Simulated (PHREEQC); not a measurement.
## Ultrapure water in contact with air or piping: speciation

Synthetic water in mg/L, 20 °C, pH 6.67, pe 3: Na 0.0146; K 0.0403; Ca 0.038; Mg 0.00342; Cl 0.0547; S(6) as SO4 0.0438; Alkalinity as HCO3 0.0841; Br 5.12e-05; Fe(2) 0.000736; Si as SiO2 0.00025; Li 0.000315; Sr 0.00586; B 8.22e-06.

Valence states are taken as typed.

Model: ion-association model, phreeqc.dat, run in PHREEQC.

Each row changes one thing in this solution. Precipitation was switched off in this run.

```
case                                               ionic strength (mol/kgw)  HCO3- (mol/kgw)  CO2 (mol/kgw)  CO3-2 (mol/kgw)  CaSO4 (mol/kgw)  MgSO4 (mol/kgw)  SI of Quartz (SiO2)
-------------------------------------------------  ------------------------  ---------------  -------------  ---------------  ---------------  ---------------  -------------------
as made                                                             5.78e-6          1.56e-6        8.01e-7         3.10e-10         7.23e-11         1.29e-11                -4.33
pH from 6.67 to 6.97 at the same alkalinity                      (withheld)          1.42e-6        3.66e-7         5.63e-10         7.24e-11         1.29e-11                -4.33
temperature from 20 to 80 °C at the same typed pH                   5.78e-6          3.82e-7        1.77e-7       (withheld)         1.06e-10         4.84e-11                -5.09
B from 8.22e-06 to 2.47e-05 mg/L                                    5.78e-6          1.56e-6        8.01e-7         3.10e-10         7.23e-11         1.29e-11                -4.33
pH from 6.67 to 5.67 at the same alkalinity                      (withheld)          3.52e-6        1.81e-5       (withheld)         7.21e-11         1.28e-11                -4.33
Br from 5.12e-05 to 2.56e-05 mg/L                                   5.78e-6          1.56e-6        8.01e-7         3.10e-10         7.23e-11         1.29e-11                -4.33
```

### Question
Some entries are withheld; supply them.

### Answer

- pH from 6.67 to 6.97 at the same alkalinity, ionic strength (mol/kgw): 5.67e-6
- temperature from 20 to 80 °C at the same typed pH, CO3-2 (mol/kgw): 1.35e-10
- pH from 6.67 to 5.67 at the same alkalinity, ionic strength (mol/kgw): 7.71e-6
- pH from 6.67 to 5.67 at the same alkalinity, CO3-2 (mol/kgw): 7.00e-11

Constants without temperature data keep their 25 °C values here.
